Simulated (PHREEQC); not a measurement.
3.2 g of hydrous ferric oxide (600 m²/g; 0.2 weak and 0.005 strong sites per Fe, Dzombak-Morel constants, diffuse double layer) in 1 kg of water with 0.001 mol/kgw of an inert sodium salt and 0.056 mmol/kgw CuSO4, 0.018 mmol/kgw MgCl2 and 0.017 mmol/kgw PbCl2, at 25 °C; the pH is set by adding NaOH or the inert anion's acid. O2 is buffered at 0.21 atm. No CO2 enters from the air. No solid was allowed to form.

Equilibrium calculation in PHREEQC: ion-association model, wateq4f.dat.

| pH | S sorbed (%) | Cu sorbed (%) | Mg sorbed (%) | Pb sorbed (%) | surface charge σ (C/m²) | surface potential ψ (mV) |
|---|---|---|---|---|---|---|
| 4 | 100.0 | 21.1 | 0.0 | 92.5 | 0.152 | 200 |
| 5 | 100.0 | 92.2 | 0.0 | 99.8 | 0.060 | 166 |
| 6 | 99.7 | 99.9 | 0.1 | 100.0 | 0.021 | 118 |
| 7 | 81.5 | 100.0 | 9.1 | 100.0 | 0.006 | 64 |
| 8 | 5.3 | 100.0 | 89.7 | 100.0 | 0.001 | 8 |
| 9 | 0.1 | 100.0 | 99.9 | 100.0 | -0.005 | -50 |
| 10 | 0.0 | 100.0 | 100.0 | 100.0 | -0.017 | -105 |
| 11 | 0.0 | 100.0 | 100.0 | 100.0 | -0.060 | -152 |
| 12 | 0.0 | 99.9 | 100.0 | 100.0 | -0.205 | -173 |

The database's constant for dissolved Cu(OH)2 is higher than later reviews accept.
